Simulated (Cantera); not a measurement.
An adiabatic, constant-pressure homogeneous reactor starts with CO : H₂ : O₂ : N₂ = 1 : 0.037 : 1.52 : 16.8 (molar parts), equivalence ratio 0.34, at 950 K and 13.0 bar.

Model: GRI-Mech 3.0 (53 species, 325 reactions), integrated in Cantera. The hydrogen kinetics of GRI-Mech 3.0 are dated; newer H2 mechanisms differ, most at raised pressure. The pressure lies above the range GRI-Mech 3.0 was tuned for (to about 10 atm).

Predict: time of steepest temperature rise; temperature at 0.700 s; equilibrium temperature; x(CO) at 0.700 s; x(O₂) at 0.700 s; x(HO₂) at 0.700 s; x(NO) at 0.700 s.


```json
{
  "time_of_steepest_temperature_rise": "0.170 s",
  "temperature at 0.700 s": "1395 K",
  "equilibrium_temperature": "1394 K",
  "x(CO) at 0.700 s": "5.73e-8 (gas-phase equilibrium 5.65e-8)",
  "x(O₂) at 0.700 s": "0.0532 (gas-phase equilibrium 0.0530)",
  "x(HO₂) at 0.700 s": "8.20e-9 (gas-phase equilibrium 8.12e-9)",
  "x(NO) at 0.700 s": "1.62e-6 (gas-phase equilibrium 0.000375)"
}
```
